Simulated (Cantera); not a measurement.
Feed: 1 mol FeS2, 14 mol H2, held at 1425 K and 0.133 bar.

Cantera equilibrium calculation (NASA polynomials, part measured and part estimated; ideal gas, pure solids and liquids). FeS: taken at fixed stoichiometry. The numbers say what is thermodynamically allowed, not how fast it happens.

```
species        before     after
-----------  --------  --------
H2              0.930     0.940
H2S            0.0680    0.0432
S2            0.00142    0.0114
Fe            3.47e-8   7.33e-5
S             1.68e-6  0.000177
H             1.80e-5  0.000769
SH           0.000430   0.00422
FeS(s), mol      1.00         0
FeS(l), mol         0     0.999
```
Gas species are given as mole fractions.

Question: What was changed between the two runs?
A. pressure from 0.133 bar to 8.50 mbar
B. H2 from 14 to 100 mol
C. temperature from 1425 K to 1348.15 K
D. temperature from 1425 K to 1775 K

Answer: D, temperature from 1425 K to 1775 K
